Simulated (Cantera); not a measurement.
Feed: 1 mol Fe₃O₄, 2800 mol H₂, 7.5 mol N₂, held at 1452 °C and 78.0 Pa.

These are equilibrium values from Cantera (NASA tables, ideal gas, pure condensed phases), not measurements of a reactor. Candidate condensed phases: Fe, FeO, Fe(OH)₂, Fe(OH)₃, Fe₂O₃, Fe₃O₄, H₂O; 27 gas species. The numbers say what is thermodynamically allowed, not how fast it happens.

Base state: H₂ 0.988, H 0.00661, N₂ 0.00266, H₂O 0.00142, Fe 0.00106 (mole fractions); condensed: gas only.

Task: What changes in the equilibrium state with this change: temperature from 1452 °C to 1500 °C?

Result: 
| species | before | after |
|---|---|---|
| H₂ | 0.988 | 0.985 |
| H | 0.00661 | 0.0101 |
| N₂ | 0.00266 | 0.00266 |
| Fe | 0.00106 | 0.00106 |
| H₂O | 0.00142 | 0.00142 |
